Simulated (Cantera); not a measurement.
**Hydrocarbon pyrolysis for carbon deposition**

An isothermal, constant-pressure homogeneous reactor starts with C2H6 : N2 = 1 : 2.3 (molar parts), at 1673 K and 100000 Pa.

Computed with Cantera and GRI-Mech 3.0 (53 species, 325 reactions). GRI-Mech 3.0 stops at C3 and has no aromatics, soot or wall deposition, so with more carbon than oxygen in the feed, carbon stays in small species such as C2H2 where larger ones or solid carbon would form.

```json
[
 {"t (s)": "0.000400", "x C2H6": "0.000223", "x C2H4": "0.0603", "x C2H2": "0.111", "x H2": "0.237", "x CH4": "0.0912", "x HCN": "1.80e-7"},
 {"t (s)": "0.000930", "x C2H6": "8.18e-5", "x C2H4": "0.0362", "x C2H2": "0.132", "x H2": "0.255", "x CH4": "0.0886", "x HCN": "1.76e-7"},
 {"t (s)": "0.00216", "x C2H6": "6.80e-5", "x C2H4": "0.0135", "x C2H2": "0.151", "x H2": "0.273", "x CH4": "0.0852", "x HCN": "1.73e-7"},
 {"t (s)": "0.00503", "x C2H6": "5.99e-5", "x C2H4": "0.00396", "x C2H2": "0.160", "x H2": "0.284", "x CH4": "0.0809", "x HCN": "1.72e-7"},
 {"t (s)": "0.0117", "x C2H6": "4.98e-5", "x C2H4": "0.00334", "x C2H2": "0.163", "x H2": "0.292", "x CH4": "0.0736", "x HCN": "1.75e-7"},
 {"t (s)": "0.0272", "x C2H6": "3.47e-5", "x C2H4": "0.00340", "x C2H2": "0.167", "x H2": "0.307", "x CH4": "0.0607", "x HCN": "1.81e-7"},
 {"t (s)": "0.0632", "x C2H6": "1.85e-5", "x C2H4": "0.00353", "x C2H2": "0.172", "x H2": "0.327", "x CH4": "0.0430", "x HCN": "1.93e-7"},
 {"t (s)": "0.147", "x C2H6": "8.16e-6", "x C2H4": "0.00372", "x C2H2": "0.177", "x H2": "0.345", "x CH4": "0.0264", "x HCN": "2.15e-7"},
 {"t (s)": "0.342", "x C2H6": "4.39e-6", "x C2H4": "0.00385", "x C2H2": "0.180", "x H2": "0.356", "x CH4": "0.0169", "x HCN": "2.53e-7"},
 {"t (s)": "0.795", "x C2H6": "3.72e-6", "x C2H4": "0.00388", "x C2H2": "0.181", "x H2": "0.358", "x CH4": "0.0146", "x HCN": "3.26e-7"},
 {"t (s)": "1.85", "x C2H6": "3.69e-6", "x C2H4": "0.00388", "x C2H2": "0.181", "x H2": "0.358", "x CH4": "0.0146", "x HCN": "4.93e-7"},
 {"t (s)": "4.30", "x C2H6": "3.69e-6", "x C2H4": "0.00388", "x C2H2": "0.181", "x H2": "0.358", "x CH4": "0.0146", "x HCN": "8.85e-7"},
 {"t (s)": "10.0", "x C2H6": "3.69e-6", "x C2H4": "0.00388", "x C2H2": "0.181", "x H2": "0.358", "x CH4": "0.0146", "x HCN": "1.82e-6"}
]
```
x: mole fraction; the columns are a selection and need not sum to one.

Equilibrium at this temperature and pressure: C2H6 2.53e-6, C2H4 0.00264, C2H2 0.122, H2 0.362, CH4 0.0121, HCN 0.122 (gas phase only).
